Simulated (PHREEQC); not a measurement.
**Copper plating or etch bath (model solution)**

Dissolve 9.7 mmol/kgw Cu(NO3)2, 28 mmol/kgw HCl and 3 mmol/kgw Na2SO4 at 25 °C. It is in equilibrium with CO2 at log p = 0 (atm). Otherwise closed; pH follows from the charge balance.

Model: ion-association model, phreeqc.dat, run in PHREEQC.

Each row changes one thing in this solution. No solid was allowed to form.

| case | pH | ionic strength (mol/kgw) | Cu+2 (mol/kgw) | CuCl+ (mol/kgw) | (CO2)2 (mol/kgw) | CuCl2 (mol/kgw) |
|---|---|---|---|---|---|---|
| as made | 1.65 | 0.0610 | 0.00897 | 0.000305 | 2.07e-5 | 2.88e-6 |
| Na2SO4 left out | 1.62 | 0.0564 | 0.00937 | 0.000325 | 2.07e-5 | 3.11e-6 |
| Na2SO4 from 0.003 to 0.0003 mol/kgw | 1.63 | … | 0.00933 | 0.000323 | 2.07e-5 | 3.09e-6 |
| Cu(NO3)2 from 0.0097 to 0.097 mol/kgw | … | 0.318 | 0.0938 | 0.00187 | 1.95e-5 | 1.14e-5 |
| Cu(NO3)2 from 0.0097 to 0.0194 mol/kgw | 1.65 | 0.0890 | 0.0182 | 0.000554 | 2.06e-5 | 4.81e-6 |
| temperature from 25 to 15 °C | 1.65 | 0.0614 | 0.00906 | 0.000189 | 2.62e-5 | 1.61e-6 |
| temperature from 25 to 20 °C | 1.65 | 0.0612 | 0.00902 | 0.000241 | 2.32e-5 | 2.17e-6 |
| Na2SO4 from 0.003 to 0.0033 mol/kgw | 1.65 | 0.0614 | 0.00893 | 0.000304 | 2.07e-5 | 2.86e-6 |

Complete the blanks.


- Na2SO4 from 0.003 to 0.0003 mol/kgw, ionic strength (mol/kgw): 0.0569
- Cu(NO3)2 from 0.0097 to 0.097 mol/kgw, pH: 1.67
